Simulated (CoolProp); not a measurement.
A simple Rankine cycle with benzene: condensing at 312.15 K, boiler at 3.69 MPa, turbine inlet 541.4 K, turbine efficiency 0.6, pump efficiency 0.8, no recuperator. Each further row changes one setting.

Values from CoolProp's reference Helmholtz-energy equation of state, Thol 2012.

```
case                             thermal efficiency (%)  net work (kJ/kg)  heat in (kJ/kg)  turbine exit temperature (K)  volume ratio over the turbine
-------------------------------  ----------------------  ----------------  ---------------  ----------------------------  -----------------------------
as stated                                    (withheld)               120              678                    (withheld)                            216
turbine inlet 561.4 K                              17.9               131       (withheld)                    (withheld)                            189
condensing temperature 304.15 K                    18.4               128       (withheld)                         409.3                            300
boiler pressure 2.58 MPa                           17.2        (withheld)              722                         440.3                            119
turbine efficiency 0.5                       (withheld)              99.1              678                    (withheld)                            223
```

Q: What belongs in the gaps?

A: 
- as stated, thermal efficiency (%): 17.7
- as stated, turbine exit temperature (K): 414.5
- turbine inlet 561.4 K, heat in (kJ/kg): 736
- turbine inlet 561.4 K, turbine exit temperature (K): 444.3
- condensing temperature 304.15 K, heat in (kJ/kg): 692
- boiler pressure 2.58 MPa, net work (kJ/kg): 124
- turbine efficiency 0.5, thermal efficiency (%): 14.6
- turbine efficiency 0.5, turbine exit temperature (K): 428.1
